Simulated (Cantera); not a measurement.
A perfectly stirred reactor is fed with CH₄ : H₂O = 1 : 4 (molar parts), at 4350 Torr; it is held at 1700 K, and followed from long to short residence time.

Detailed kinetics in Cantera: GRI-Mech 3.0 (53 species, 325 reactions).

Q: What does this change do: CH4 1 to 4.6 parts?

A: 
```tsv
quantity	before	after
x(CH₄) at τ = 0.840 s	0.0222	0.0780
x(H₂O) at τ = 0.840 s	0.460	0.130
x(C₂H) at τ = 0.840 s	3.26e-9	1.95e-8
x(CH₂CO) at τ = 0.840 s	4.55e-6	9.34e-6
x(H₂) at τ = 0.840 s	0.395	0.594
x(CH₄) at τ = 12.0 ms	0.0864	0.200
x(H₂O) at τ = 12.0 ms	0.689	0.348
x(C₂H) at τ = 12.0 ms	2.46e-8	4.46e-8
x(CH₂CO) at τ = 12.0 ms	4.78e-5	4.78e-5
x(H₂) at τ = 12.0 ms	0.169	0.336
```

Q: What does this change do: pressure from 4350 Torr to 750 Torr?

A: 
```tsv
quantity	before	after
x(CH₄) at τ = 0.840 s	0.0222	0.0228
x(H₂O) at τ = 0.840 s	0.460	0.485
x(C₂H) at τ = 0.840 s	3.26e-9	1.86e-8
x(CH₂CO) at τ = 0.840 s	4.55e-6	1.30e-5
x(H₂) at τ = 0.840 s	0.395	0.376
x(CH₄) at τ = 12.0 ms	0.0864	0.103
x(H₂O) at τ = 12.0 ms	0.689	0.720
x(C₂H) at τ = 12.0 ms	2.46e-8	5.76e-8
x(CH₂CO) at τ = 12.0 ms	4.78e-5	6.30e-5
x(H₂) at τ = 12.0 ms	0.169	0.133
```

Q: What does this change do: H2O 4 to 6 parts?

A: 
```tsv
quantity	before	after
x(CH₄) at τ = 0.840 s	0.0222	0.0148
x(H₂O) at τ = 0.840 s	0.460	0.566
x(C₂H) at τ = 0.840 s	3.26e-9	1.83e-9
x(CH₂CO) at τ = 0.840 s	4.55e-6	3.04e-6
x(H₂) at τ = 0.840 s	0.395	0.322
x(CH₄) at τ = 12.0 ms	0.0864	0.0641
x(H₂O) at τ = 12.0 ms	0.689	0.762
x(C₂H) at τ = 12.0 ms	2.46e-8	1.91e-8
x(CH₂CO) at τ = 12.0 ms	4.78e-5	4.06e-5
x(H₂) at τ = 12.0 ms	0.169	0.131
```
